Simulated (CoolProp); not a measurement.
Neopentane along the isotherm 496.2 K: Z from the reference equation and from simpler models built on Tc = 433.7 K, pc = 31.96 bar, ω = 0.196; each cubic takes its own stable root.

Computed with CoolProp (reference Helmholtz-energy equation of state, Lemmon 2006). It is a short technical equation, of lower accuracy than the large ones.

```csv
p (bar),phase,reference
40,supercritical,0.6783
79.9,supercritical,0.4782
120,supercritical,0.5761
160,supercritical,0.6994
200,supercritical,0.8245
240,supercritical,0.9484
280,supercritical,1.070
320,supercritical,1.191
```

Q: How far does each simpler model (van der Waals, Redlich-Kwong, Peng-Robinson) lie from the reference over these 8 states: mean and median of the absolute difference, and the worst?

A: 
- van der Waals: mean 20.5 %, median 23.9 %, worst +26.5 % at 496.2 K and 320 bar
- Redlich-Kwong: mean 2.3 %, median 2.1 %, worst +4.9 % at 496.2 K and 79.9 bar
- Peng-Robinson: mean 4.8 %, median 5.0 %, worst -8.4 % at 496.2 K and 320 bar
